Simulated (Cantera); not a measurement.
Standard-state values (1 bar) from the NASA 1993 polynomials, evaluated with Cantera. Values are per mole of reaction as written; species without (g) are pure solids or liquids, kept so even where they would boil at 1 bar.

6 NO₂(g) + 9 CaF₂ → 9 CaO + 6 NF₃(g) + O₃(g), with ΔH° = 4463.6 kJ and ΔS° = 89.3 J/K at 300 K.

Problem. How far is the shortcut ΔG° ≈ ΔH°(300 K) − T·ΔS°(300 K) from the full temperature-dependent value at 1548, 1623, 1698, 1773, 1848 K?

Solution. 
```
T (K)  shortcut (kJ)  full (kJ)  difference (kJ)  difference in log10 K  condensed phases
-----  -------------  ---------  ---------------  ---------------------  ----------------
1548          4325.3     4429.2           -103.8                   3.50   CaF₂(s), CaO(s)
1623          4318.6     4438.2           -119.5                   3.85   CaF₂(s), CaO(s)
1698          4312.0     4449.6           -137.7                   4.23   CaF₂(l), CaO(s)
1773          4305.3     4472.6           -167.4                   4.93   CaF₂(l), CaO(s)
1848          4298.6     4496.2           -197.6                   5.59   CaF₂(l), CaO(s)
```
The shortcut ignores heat capacities and the phase changes listed.
